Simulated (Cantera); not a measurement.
Input (Python, Cantera) and output of one run.

```python
import numpy as np
import cantera as ct

gas_names = """
    CL CL2 H HCL H2 Si SiCL SiCL2 SiCL3 SiCL4 SiH SiHCL3 SiH2 SiH2CL2 SiH3 SiH3CL SiH4 Si2 Si3
""".split()
cond_names = """
    Si(cr) Si(L)
""".split()


# ... load() reads the species with a 1 bar reference pressure and builds the phases ...
atoms = {
    'Si2Cl6': {'Si': 2, 'CL': 6},
    'HCl': {'H': 1, 'CL': 1},
    'H2': {'H': 2},
}
top_T = {}  # K; cautious upper limits of use, not melting points


# ... equilibrate(T, P, feed) seeds the gas with the atoms and calls Mixture.equilibrate('TP', solver="vcs", rtol=1e-11, max_steps=5000) ...
results = []
feed = {'Si2Cl6': 1, 'HCl': 0.059, 'H2': 650}  # mol
P = 21000  # Pa
for T in [825, 925, 1025, 1125, 1225, 1325, 1425, 1525]:
    mix = equilibrate(T, P, feed)
    results.append((T, P, feed, dict(zip(mix.species_names, mix.species_moles))))

top = {s: max(r[3][s] / sum(r[3][g] for g in gas_names) for r in results) for s in gas_names}
cols = sorted((s for s in top if top[s] > 0.001), key=lambda s: -top[s])[:7]
seen = [c for c in cond_names if any(r[3].get(c, 0) > 1e-12 for r in results)]
print("log10 of partial pressures in bar; condensed amounts in mol")
print(f"{'T/K':>10s}" + "".join(f"{s[:9]:>10s}" for s in cols + seen))
for T, P, feed, n in results:
    ng = sum(n[g] for g in gas_names)
    print(f"{T:10.4g}" + "".join(f"{np.log10(max(n[s] / ng * P / 1e5, 1e-99)):10.3f}" for s in cols)
          + "".join(f"{n.get(c, 0):10.4g}" for c in seen))
```

Output:

```
log10 of partial pressures in bar; condensed amounts in mol
       T/K        H2       HCL    SiHCL3     SiCL4    Si(cr)
       825    -0.679    -3.710    -3.551    -3.674    0.3664
       925    -0.680    -3.253    -3.653    -3.787    0.6921
      1025    -0.681    -2.939    -3.893    -4.086     1.219
      1125    -0.681    -2.782    -4.387    -4.727     1.671
      1225    -0.682    -2.741    -5.070    -5.623     1.821
      1325    -0.682    -2.734    -5.733    -6.495     1.843
      1425    -0.682    -2.734    -6.318    -7.264     1.839
      1525    -0.682    -2.735    -6.828    -7.935     1.829
```

Method: chemical equilibrium by Gibbs-energy minimisation in Cantera with the NASA 1993 tables (ideal gas, pure condensed phases). The feed counts by its element totals alone. The tables' values for SiCl3 are old estimates; treat these amounts as uncertain.
